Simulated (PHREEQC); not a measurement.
1 kg of water holding 36 mmol/kgw MgBr2, 73 mmol/kgw NaBr, 110 mmol/kgw NaCl and 1.8 mmol/kgw CaSO4 is evaporated at 20 °C; the solids stay in contact with the brine. The system is closed to CO2. Solids allowed: Bischofite, Bloedite, Brucite, Epsomite, Glauberite, Gypsum, Anhydrite, Halite, Hexahydrite, Kieserite, Mirabilite, Portlandite, Thenardite, MgCl2_4H2O. Others were left out.

The series has 17 steps of water left (kg), from 1 to 0.04334.

Computed with PHREEQC (Pitzer model, pitzer.dat).

Which solids form, in which order, and at which step of the series does each first stand?

Gypsum from water left = 0.04334 kg.
